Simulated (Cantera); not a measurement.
Feed: 1 mol Si₃N₄, 0.75 mol H₂, equilibrated at 2173 K and 2.20 bar.

These are equilibrium values from Cantera (NASA tables, ideal gas, pure condensed phases), not measurements of a reactor. Candidate condensed phases: Si, Si₃N₄; 18 gas species. Mutual solubility and eutectic melting of coexisting phases are not modelled. The tables' values for SiN are old estimates; treat these amounts as uncertain. Gases not in the tables: Si₂H₆ and higher silanes. Kinetics and transport are ignored.

Base state: N₂ 0.600, H₂ 0.398, H 0.00205, Si 0.000129, SiH₂ 0.000104, SiH 5.61e-5, Si₂N 2.97e-5, SiN 2.63e-5 (mole fractions); condensed: Si(l) + Si₃N₄(s).

What changes in the equilibrium state with this change: temperature from 2173 K to 1598.15 K?


```csv
species,before,after
H₂,0.398,1.000
N₂,0.600,0.000132
H,0.00205,3.59e-5
SiH₂,0.000104,4.90e-6
Si₂N,2.97e-5,1.05e-9
SiN,2.63e-5,<1e-9
Si,0.000129,4.26e-8
SiH,5.61e-5,1.39e-7
"Si(l), mol",1.69,0
"Si₃N₄(s), mol",0.436,1.000
```

What changes in the equilibrium state with this change: Si₃N₄ replaced by BN?


| species | before | after |
|---|---|---|
| H₂ | 0.398 | 0.995 |
| H | 0.00205 | 0.00325 |
| BH₂ | 0 | 0.00113 |
| N₂ | 0.600 | 0.000605 |
| Si | 0.000129 | 0 |
| SiH₂ | 0.000104 | 0 |
| BH₃ | 0 | 7.75e-5 |
| SiH | 5.61e-5 | 0 |
| Si(l), mol | 1.69 | 0 |
| Si₃N₄(s), mol | 0.436 | 0 |
| BN(s), mol | 0 | 0.999 |
The tables' values for BH₂ are old estimates; treat these amounts as uncertain. Gases not in the tables: B₂H₆ and higher boranes. Further candidate phases: B, BN.

What changes in the equilibrium state with this change: temperature from 2173 K to 1975 K?


```tsv
species	before	after
H₂	0.398	0.945
N₂	0.600	0.0536
H	0.00205	0.000897
SiH₂	0.000104	8.69e-5
SiN	2.63e-5	1.40e-6
Si₂N	2.97e-5	1.88e-6
Si	0.000129	1.47e-5
Si(l), mol	1.69	0.0637
Si₃N₄(s), mol	0.436	0.979
```
